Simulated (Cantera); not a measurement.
Feed: 1 mol CuO, 2.3 mol HF, held at 1373 K.

Cantera equilibrium calculation (NASA polynomials, part measured and part estimated; ideal gas, pure solids and liquids). Candidate condensed phases: Cu, CuF2, CuO, Cu(OH)2, Cu2O, H2O; 27 gas species. Kinetics and transport are ignored.

Q: What share of the Cu ends up in condensed phases as a function of P (Pa), at 1, 10, 100, 1000, 10000, 100000?

A: 
| P (Pa) | Cu condensed (%) | as |
|---|---|---|
| 1 | 40.2 | Cu(l) |
| 10 | 77.4 | Cu2O(s) |
| 100 | 90.0 | Cu2O(s) |
| 1000 | 95.3 | Cu2O(s) |
| 10000 | 97.7 | Cu2O(s) |
| 100000 | 98.6 | Cu2O(s) |
